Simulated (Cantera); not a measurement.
# Boron, boron nitride and boron oxide: B₂O₃ + H₂

Input: 1 mol B₂O₃, a varied amount of H₂, at 1.70 mbar.

Method: chemical equilibrium by Gibbs-energy minimisation in Cantera with the NASA 1993 tables (ideal gas, pure condensed phases). Candidate condensed phases: B, B₂O₃, B₃O₃H₃, H₂O; 23 gas species. The numbers say what is thermodynamically allowed, not how fast it happens.

Stable condensed phases:

```
T in °C \ n(H₂) in mol
         2.1   3 4.2 5.8 8.2  12  16  23  32  45  63  88 120
   1777    A   A   A   A   A   A   A   A   A   A   A   A   A
   1677    A   A   A   A   A   A   A   A   A   A   A   A   A
   1577    A   A   A   A   A   A   A   A   A   A   A   A   A
   1477    A   A   A   A   A   A   A   A   A   A   A   A   A
   1377    B   A   A   A   A   A   A   A   A   A   A   A   A
   1277    B   B   B   B   B   B   A   A   A   A   A   A   A
   1177    B   B   B   B   B   B   B   B   B   B   B   A   A
   1077    B   B   B   B   B   B   B   B   B   B   B   B   B
    977    B   B   B   B   B   B   B   B   B   B   B   B   B
    877    B   B   B   B   B   B   B   B   B   B   B   B   B
    777    B   B   B   B   B   B   B   B   B   B   B   B   B
    677    B   B   B   B   B   B   B   B   B   B   B   B   B
    577    B   B   B   B   B   B   B   B   B   B   B   B   B
    477    B   B   B   B   B   B   B   B   B   B   B   B   B
```

A: gas only; B: B₂O₃.
